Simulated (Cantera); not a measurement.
Charge: 1 mol SiH4, 0.96 mol C2H2, 940 mol H2, 0.052 mol C3H8, held at 10.0 mbar.

Method: chemical equilibrium by Gibbs-energy minimisation in Cantera with the NASA 1993 tables (ideal gas, pure condensed phases). Candidate condensed phases: C, C6H6, C7H8, C8H18, Si, SiC; 87 gas species. Gases not in the tables: Si2H6 and higher silanes. Equilibrium is a limit: real reactors are often held back by kinetics, nucleation or transport.

x: gas mole fraction; n: condensed amount in mol.

| T (K) | x H2 | x H | x C2H2 (acetylene) | x Si | x SiH | x SiC2 | n SiC(s) |
|---|---|---|---|---|---|---|---|
| 2000 | 0.983 | 0.0161 | 0.000697 | 0.000249 | 1.67e-5 | 9.49e-6 | 0.720 |
| 2050 | 0.976 | ___ | ___ | ___ | ___ | ___ | ___ |
| 2100 | 0.967 | 0.0306 | 0.00102 | 0.000887 | 4.73e-5 | 4.19e-5 | 0 |
| 2150 | 0.957 | 0.0413 | 0.00102 | 0.000914 | 4.37e-5 | 4.00e-5 | 0 |
| 2200 | 0.943 | 0.0547 | 0.00102 | 0.000928 | 3.99e-5 | 3.77e-5 | 0 |
| 2250 | 0.926 | ___ | 0.00102 | 0.000934 | ___ | 3.54e-5 | 0 |
| 2300 | 0.906 | 0.0921 | 0.00101 | 0.000934 | 3.27e-5 | 3.32e-5 | 0 |
| 2350 | 0.881 | 0.117 | 0.000993 | 0.000930 | 2.94e-5 | 3.10e-5 | 0 |
| 2400 | 0.851 | 0.147 | 0.000975 | 0.000921 | 2.63e-5 | 2.90e-5 | 0 |
| 2450 | 0.817 | 0.182 | 0.000952 | 0.000909 | 2.35e-5 | 2.72e-5 | 0 |

Question: What belongs in the gaps?

Answer: 
- 2250, x H: 0.0715
- 2250, x SiH: 3.62e-5
- 2050, x H: 0.0224
- 2050, x C2H2 (acetylene): 0.000858
- 2050, x Si: 0.000558
- 2050, x SiH: 3.33e-5
- 2050, x SiC2: 2.40e-5
- 2050, n SiC(s): 0.367
